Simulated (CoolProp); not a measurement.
R142b at 298.15 K and 0.0815 MPa is throttled through a valve to 0.0439 MPa with no heat exchange. Each further row changes one setting.

Values from CoolProp's reference Helmholtz-energy equation of state, Lemmon 2006. It is a short technical equation, of lower accuracy than the large ones.

```tsv
case	temperature change (K)	final density (kg/m³)
as stated	___	___
outlet pressure 0.0132 MPa	___	___
outlet pressure 0.0571 MPa	___	___
```

What belongs in the gaps?


- as stated, temperature change (K): -1.0
- as stated, final density (kg/m³): 1.81
- outlet pressure 0.0132 MPa, temperature change (K): -1.8
- outlet pressure 0.0132 MPa, final density (kg/m³): 0.540
- outlet pressure 0.0571 MPa, temperature change (K): -0.6
- outlet pressure 0.0571 MPa, final density (kg/m³): 2.35
